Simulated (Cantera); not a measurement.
A closed system holds: 1 mol Al, 0.74 mol HCl, held at 900 K and 100 Torr.

Method: chemical equilibrium by Gibbs-energy minimisation in Cantera with the NASA 1993 tables (ideal gas, pure condensed phases). Candidate condensed phases: Al, AlCl3; 12 gas species. The tables' values for AlCl2 are old estimates; treat these amounts as uncertain. The numbers say what is thermodynamically allowed, not how fast it happens.

Base state: H2 0.604, AlCl3 0.383, Al2Cl6 0.00914, AlCl 0.00253, AlCl2 0.00164, HCl 1.85e-5 (mole fractions); condensed: Al(s).

### Question
What changes in the equilibrium state with this change: Al replaced by Si?

### Answer
```
species      before     after
----------  -------  --------
H2            0.604     0.639
SiCl4             0     0.287
SiHCl3            0    0.0642
AlCl3         0.383         0
Al2Cl6      0.00914         0
AlCl        0.00253         0
AlCl2       0.00164         0
SiH2Cl2           0   0.00137
SiCl3             0  0.000915
Al(s), mol    0.752         0
Si(s), mol        0     0.807
```
The tables' values for SiCl3 are old estimates; treat these amounts as uncertain. Further candidate phases: Si.
